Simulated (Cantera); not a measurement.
Charge: 1 mol SiC, 0.036 mol O₂, 1.2 mol N₂, equilibrated at 1248 K and 1.50 Pa.

Equilibrium computed with Cantera from the NASA thermochemical tables; the gas is ideal and each condensed phase is pure. Candidate condensed phases: C, Si, SiC, SiO₂, Si₂N₂O, Si₃N₄; 34 gas species. N₂ is the only nitrogen source here; it is nearly inert below about 1500 K, so the nitride shown seldom forms there in practice. Mutual solubility and eutectic melting of coexisting phases are not modelled. Equilibrium is a limit: real reactors are often held back by kinetics, nucleation or transport.

### Question
What is the equilibrium state?

### Answer
```
Quantity                                    Result
--------------------------------------  ----------
x(N₂)                                        0.961
x(CO)                                       0.0392
x(SiO)                                     7.18e-5
n(SiC(s))                                0.952 mol
n(Si₂N₂O(s))                            0.0239 mol
gas amount                               1.224 mol
log10 activity of C(graphite) (absent)       -0.26
log10 activity of Si(s) (absent)             -2.39
```
